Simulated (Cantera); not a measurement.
## Thermodynamics of thermal oxidation and active oxidation of silicon, feed Si + H₂O + H₂

A closed system holds: 1 mol Si, 2.9 mol H₂O, 96 mol H₂, equilibrated at 14.3 Torr.

Cantera equilibrium calculation (NASA polynomials, part measured and part estimated; ideal gas, pure solids and liquids). Candidate condensed phases: H₂O, Si, SiO₂; 18 gas species. The tables hold silica as quartz up to 1696 K and as liquid above; real silica turns to tridymite and cristobalite and melts near 1996 K. Kinetics and transport are ignored.

| T (K) | x H₂ | x H₂O | x SiO | x H | x OH | x SiO₂ | x O | n SiO₂(β-quartz) | n SiO₂(condensed) |
|---|---|---|---|---|---|---|---|---|---|
| 1373 | 0.991 | 0.00910 | 1.76e-7 | 2.40e-5 | 3.94e-9 | 1.39e-12 | <1e-12 | 1.000 | 0 |
| 1423 | 0.991 | 0.00910 | 9.36e-7 | 4.80e-5 | 9.56e-9 | 8.62e-12 | <1e-12 | 1.000 | 0 |
| 1473 | 0.991 | 0.00910 | 4.43e-6 | 9.14e-5 | 2.18e-8 | 4.71e-11 | 1.77e-12 | 1.000 | 0 |
| 1523 | 0.991 | 0.00912 | 1.89e-5 | 0.000167 | 4.73e-8 | 2.30e-10 | 6.84e-12 | 0.998 | 0 |
| 1573 | 0.990 | 0.00917 | 7.27e-5 | 0.000294 | 9.81e-8 | 1.01e-9 | 2.44e-11 | 0.993 | 0 |
| 1623 | 0.990 | 0.00935 | 0.000254 | 0.000499 | 1.97e-7 | 4.07e-9 | 8.19e-11 | 0.975 | 0 |
| 1673 | 0.989 | 0.00988 | 0.000789 | 0.000821 | 3.95e-7 | 1.50e-8 | 2.65e-10 | 0.922 | 0 |
| 1723 | 0.985 | 0.0112 | 0.00211 | 0.00131 | 8.17e-7 | 5.08e-8 | 8.65e-10 | 0 | 0.791 |
| 1773 | 0.979 | 0.0138 | 0.00479 | 0.00204 | 1.79e-6 | 1.59e-7 | 2.91e-9 | 0 | 0.524 |
| 1823 | 0.969 | 0.0184 | 0.00945 | 0.00309 | 4.10e-6 | 4.66e-7 | 1.01e-8 | 0 | 0.0554 |
| 1873 | 0.966 | 0.0190 | 0.00999 | 0.00460 | 7.01e-6 | 5.58e-7 | 2.53e-8 | 0 | 0 |
| 1923 | 0.964 | 0.0189 | 0.00998 | 0.00671 | 1.13e-5 | 6.11e-7 | 5.89e-8 | 0 | 0 |
| 1973 | 0.962 | 0.0189 | 0.00996 | 0.00960 | 1.79e-5 | 6.65e-7 | 1.32e-7 | 0 | 0 |
x: gas mole fraction; n: condensed amount in mol.

From 1373 K to 1673 K the condensed part is SiO₂(β-quartz). From 1723 K to 1823 K the condensed part is SiO₂(condensed). From 1873 K to 1973 K nothing is condensed. The main Si-bearing gas is SiO throughout.
